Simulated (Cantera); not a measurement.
A freely propagating, adiabatic, planar premixed flame of CH4 : O2 : N2 = 1 : 1.54 : 5.78 (molar parts), unburnt at 325 K and 0.148 atm; mixture-averaged transport, grid criteria slope 0.08 and curve 0.16, no radiation.

Model: GRI-Mech 3.0 (53 species, 325 reactions), integrated in Cantera. Burning velocities carry a grid error of a few per cent, more on coarse grids.

Task: Predict: laminar burning velocity; thermal thickness; peak x(C2H6).

Result: 
| Property | Value |
|---|---|
| laminar burning velocity | 51.6 cm/s |
| thermal thickness | 2.39 mm |
| peak x(C2H6) | 0.00178 |
